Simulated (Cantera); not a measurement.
Si + HBr + H2 (silicon etching in halogen gases)

A closed system holds: 1 mol Si, 6.4 mol HBr, 3.4 mol H2, at 7.50 Torr.

Cantera equilibrium calculation (NASA polynomials, part measured and part estimated; ideal gas, pure solids and liquids). Candidate condensed phases: Br2, Si; 19 gas species. The tables' values for SiBr3 are old estimates; treat these amounts as uncertain. The numbers say what is thermodynamically allowed, not how fast it happens.

```csv
T (°C),x H2,x HBr,x SiBr4,x SiBr2
625,0.613,0.273,0.113,5.87e-6
700,0.612,0.274,0.112,0.000104
775,0.610,0.277,0.110,0.00116
850,0.597,0.291,0.0999,0.00788
925,0.562,0.327,0.0746,0.0279
1000,0.516,0.376,0.0422,0.0561
1075,0.481,0.412,0.0181,0.0788
1150,0.464,0.428,0.00645,0.0910
```
x: gas mole fraction; nothing condenses.

From 625 °C to 1150 °C nothing is condensed. The main Si-bearing gas is SiBr4 at 625 °C and SiBr2 at 1150 °C.
